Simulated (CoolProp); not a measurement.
Methanol at 293.15 K and 0.65 MPa flows at 0.35 m/s in a round tube of 20 mm bore and 0.25 µm roughness, fully developed (64/Re and Nu = 3.66 if laminar; Colebrook and Gnielinski if turbulent). Each further row changes one setting.

The numbers come from the reference Helmholtz-energy equation of state, de Reuck 1993 in CoolProp.

```csv
case,Reynolds number,Darcy friction factor,pressure drop (Pa/m),heat-transfer coefficient (W/(m² K)),mass flow (kg/h)
as stated,[?],0.0314,[?],[?],313
velocity 0.7 m/s,18900,0.0263,255,1430,627
diameter 40 mm,18900,0.0263,31.8,716,1250
```

Problem. Some entries are withheld; supply them.

Solution. 
- as stated, Reynolds number: 9430
- as stated, pressure drop (Pa/m): 76.1
- as stated, heat-transfer coefficient (W/(m² K)): 761

Viscosity comes from a separate model (Xiang 2006). Thermal conductivity comes from a separate model (Sykioti 2013).
